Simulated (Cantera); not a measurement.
Charge: 1 mol MgO, 0.18 mol C, 3.9 mol H₂, equilibrated at 41.0 Pa.

Equilibrium computed with Cantera from the NASA thermochemical tables; the gas is ideal and each condensed phase is pure. Candidate condensed phases: C, C₆H₆, C₇H₈, C₈H₁₈, H₂O, Mg, MgCO₃, MgO, Mg(OH)₂; 116 gas species. The tables' values for MgH are old estimates; treat these amounts as uncertain. Kinetics and transport are ignored.

x: gas mole fraction; n: condensed amount in mol.

| T (°C) | x H₂ | x H | x Mg | x H₂O | x O | x CO | x OH | n MgO(s) |
|---|---|---|---|---|---|---|---|---|
| 1350 | 0.910 | 0.00326 | 0.0431 | 0.000974 | 4.30e-10 | 0.0421 | 1.46e-7 | 0.816 |
| 1450 | 0.894 | 0.00852 | 0.0486 | 0.00672 | 2.65e-8 | 0.0417 | 3.51e-6 | 0.791 |
| 1550 | 0.843 | 0.0196 | 0.0690 | 0.0280 | 8.13e-7 | 0.0403 | 4.54e-5 | 0.694 |
| 1650 | 0.732 | 0.0398 | 0.115 | 0.0752 | 1.43e-5 | 0.0373 | 0.000352 | 0.459 |
| 1750 | ___ | ___ | 0.189 | 0.151 | ___ | 0.0323 | ___ | ___ |
| 1850 | 0.508 | 0.126 | 0.183 | 0.143 | 0.000775 | 0.0313 | 0.00440 | 0 |
| 1950 | 0.443 | 0.210 | 0.174 | 0.129 | 0.00291 | 0.0298 | 0.00883 | 0 |
| 2050 | 0.358 | 0.322 | 0.161 | 0.103 | 0.00944 | 0.0277 | 0.0155 | 0 |
| 2150 | ___ | ___ | ___ | ___ | ___ | ___ | 0.0215 | 0 |
| 2250 | 0.174 | 0.573 | 0.128 | 0.0305 | 0.0460 | 0.0225 | 0.0214 | 0 |

Problem. What belongs in the gaps?

Solution. 
- 1750, x H₂: 0.554
- 1750, x H: 0.0698
- 1750, x O: 0.000181
- 1750, x OH: 0.00198
- 1750, n MgO(s): 0.00262
- 2150, x H₂: 0.264
- 2150, x H: 0.450
- 2150, x Mg: 0.145
- 2150, x H₂O: 0.0666
- 2150, x O: 0.0244
- 2150, x CO: 0.0251
